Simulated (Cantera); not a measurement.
Input: 1 mol S, 0.059 mol H₂, at 3373 K.

Equilibrium computed with Cantera from the NASA thermochemical tables; the gas is ideal and each condensed phase is pure. Candidate condensed phases: S; 7 gas species. The ideal-gas law is rough above about 30 bar. The numbers say what is thermodynamically allowed, not how fast it happens.

x: gas mole fraction; nothing condenses.

```json
[
 {"P (Pa)": "10", "x S": "0.894", "x S₂": "0.000179", "x H": "0.106", "x SH": "1.38e-5", "x H₂": "5.80e-6", "x H₂S": "5.02e-11"},
 {"P (Pa)": "120", "x S": "0.892", "x S₂": "0.00214", "x H": "0.105", "x SH": "0.000165", "x H₂": "6.96e-5", "x H₂S": "7.21e-9"},
 {"P (Pa)": "1400", "x S": "0.869", "x S₂": "___", "x H": "0.105", "x SH": "___", "x H₂": "___", "x H₂S": "___"},
 {"P (Pa)": "17000", "x S": "___", "x S₂": "___", "x H": "___", "x SH": "___", "x H₂": "___", "x H₂S": "___"},
 {"P (Pa)": "210000", "x S": "0.335", "x S₂": "0.527", "x H": "0.0524", "x SH": "0.0539", "x H₂": "0.0300", "x H₂S": "0.00204"},
 {"P (Pa)": "2500000", "x S": "0.115", "x S₂": "0.740", "x H": "0.0178", "x SH": "0.0749", "x H₂": "0.0413", "x H₂S": "0.0115"},
 {"P (Pa)": "30000000", "x S": "0.0350", "x S₂": "0.822", "x H": "0.00463", "x SH": "0.0710", "x H₂": "0.0335", "x H₂S": "0.0340"}
]
```

Q: What belongs in the gaps?

A: 
- 1400, x S₂: 0.0237
- 1400, x SH: 0.00187
- 1400, x H₂: 0.000802
- 1400, x H₂S: 9.44e-7
- 17000, x S: 0.696
- 17000, x S₂: 0.184
- 17000, x H: 0.0950
- 17000, x SH: 0.0164
- 17000, x H₂: 0.00799
- 17000, x H₂S: 9.15e-5
